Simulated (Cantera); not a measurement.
Input: 1 mol Ti, 35 mol H2, equilibrated at 0.0133 bar.

Equilibrium computed with Cantera from the NASA thermochemical tables; the gas is ideal and each condensed phase is pure. Candidate condensed phases: Ti; 3 gas species. Equilibrium is a limit: real reactors are often held back by kinetics, nucleation or transport.

log p: log10 of the partial pressure in bar; n: condensed amount in mol.

```json
[
 {"T (K)": "1298", "log p H2": "-1.88", "log p H": "-6.91", "log p Ti": "-11.46", "n Ti(β)": "1.00", "n Ti(l)": "0"},
 {"T (K)": "1348", "log p H2": "-1.88", "log p H": "[?]", "log p Ti": "[?]", "n Ti(β)": "1.00", "n Ti(l)": "0"},
 {"T (K)": "1398", "log p H2": "-1.88", "log p H": "-6.26", "log p Ti": "-10.14", "n Ti(β)": "1.00", "n Ti(l)": "0"},
 {"T (K)": "1448", "log p H2": "-1.88", "log p H": "-5.97", "log p Ti": "-9.54", "n Ti(β)": "1.000", "n Ti(l)": "0"},
 {"T (K)": "1498", "log p H2": "-1.88", "log p H": "-5.70", "log p Ti": "-8.99", "n Ti(β)": "1.000", "n Ti(l)": "0"},
 {"T (K)": "1548", "log p H2": "-1.88", "log p H": "-5.45", "log p Ti": "-8.47", "n Ti(β)": "1.000", "n Ti(l)": "0"},
 {"T (K)": "1598", "log p H2": "-1.88", "log p H": "-5.21", "log p Ti": "-7.99", "n Ti(β)": "1.000", "n Ti(l)": "0"},
 {"T (K)": "1648", "log p H2": "-1.88", "log p H": "-4.99", "log p Ti": "-7.53", "n Ti(β)": "1.000", "n Ti(l)": "0"},
 {"T (K)": "1698", "log p H2": "-1.88", "log p H": "-4.78", "log p Ti": "-7.11", "n Ti(β)": "1.000", "n Ti(l)": "0"},
 {"T (K)": "1748", "log p H2": "-1.88", "log p H": "-4.58", "log p Ti": "-6.70", "n Ti(β)": "0.999", "n Ti(l)": "0"},
 {"T (K)": "1798", "log p H2": "-1.88", "log p H": "-4.39", "log p Ti": "-6.32", "n Ti(β)": "0.999", "n Ti(l)": "0"},
 {"T (K)": "1848", "log p H2": "-1.88", "log p H": "-4.21", "log p Ti": "-5.97", "n Ti(β)": "0.997", "n Ti(l)": "0"},
 {"T (K)": "1898", "log p H2": "-1.88", "log p H": "[?]", "log p Ti": "[?]", "n Ti(β)": "0.994", "n Ti(l)": "0"},
 {"T (K)": "1948", "log p H2": "-1.88", "log p H": "-3.89", "log p Ti": "-5.31", "n Ti(β)": "0", "n Ti(l)": "0.987"}
]
```

Task: Complete the blanks.

Result: 
- 1898, log p H: -4.05
- 1898, log p Ti: -5.63
- 1348, log p H: -6.57
- 1348, log p Ti: -10.78
